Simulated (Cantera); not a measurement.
Input: 1 mol Si3N4, 0.95 mol C, 4 mol N2, at 2473 K and 0.890 bar.

Equilibrium computed with Cantera from the NASA thermochemical tables; the gas is ideal and each condensed phase is pure. Candidate condensed phases: C, Si, SiC, Si3N4; 20 gas species. Mutual solubility and eutectic melting of coexisting phases are not modelled. The tables' values for SiN are old estimates; treat these amounts as uncertain. Equilibrium is a limit: real reactors are often held back by kinetics, nucleation or transport.

Base state: N2 0.994, Si 0.00435, Si2C 0.000580, SiN 0.000429, Si2N 0.000388, Si2 0.000111, SiC2 5.26e-5, CN 1.95e-5 (mole fractions); condensed: Si(l) + SiC(s).

**Question.** What changes in the equilibrium state with this change: temperature from 2473 K to 2048 K?

**Answer.** 
```json
[
 {"species": "N2", "before": "0.994", "after": "1.000"},
 {"species": "Si", "before": "0.00435", "after": "4.15e-5"},
 {"species": "SiN", "before": "0.000429", "after": "9.11e-6"},
 {"species": "Si2C", "before": "0.000580", "after": "1.39e-6"},
 {"species": "SiC2", "before": "5.26e-5", "after": "3.80e-8"},
 {"species": "Si3", "before": "1.95e-5", "after": "2.41e-8"},
 {"species": "Si2", "before": "0.000111", "after": "2.35e-7"},
 {"species": "Si(l), mol", "before": "2.01", "after": "0"},
 {"species": "SiC(s), mol", "before": "0.946", "after": "0.950"},
 {"species": "Si3N4(s), mol", "before": "0", "after": "0.683"}
]
```
